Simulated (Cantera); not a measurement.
**Equilibrium for boron, boron nitride and boron oxide: BCl3 + N2 + H2**

Feed: 1 mol BCl3, 0.41 mol N2, a varied amount of H2, held at 1.00 bar.

Method: chemical equilibrium by Gibbs-energy minimisation in Cantera with the NASA 1993 tables (ideal gas, pure condensed phases). Candidate condensed phases: B, BN, NH4Cl; 21 gas species. N2 is the only nitrogen source here; it is nearly inert below about 1500 K, so the nitride shown seldom forms there in practice. Mutual solubility and eutectic melting of coexisting phases are not modelled. The tables' values for BCl2 are old estimates. Kinetics and transport are ignored.

Stable condensed phases:

```
T in °C \ n(H2) in mol
         15 18 21 24 28 33 39 46 54 63
   1402   A  A  A  A  A  A  A  A  A  A
   1352   A  A  A  A  A  A  A  A  A  A
   1302   A  A  A  A  A  A  A  A  A  A
   1252   B  A  A  A  A  A  A  A  A  A
   1202   B  B  A  A  A  A  A  A  A  A
   1152   B  B  B  A  A  A  A  A  A  A
   1102   B  B  B  B  A  A  A  A  A  A
   1052   B  B  B  B  B  A  A  A  A  A
   1002   B  B  B  B  B  B  B  A  A  A
    952   B  B  B  B  B  B  B  B  A  A
    902   B  B  B  B  B  B  B  B  B  B
    852   B  B  B  B  B  B  B  B  B  B
    802   B  B  B  B  B  B  B  B  B  B
```

A: B + BN; B: BN.
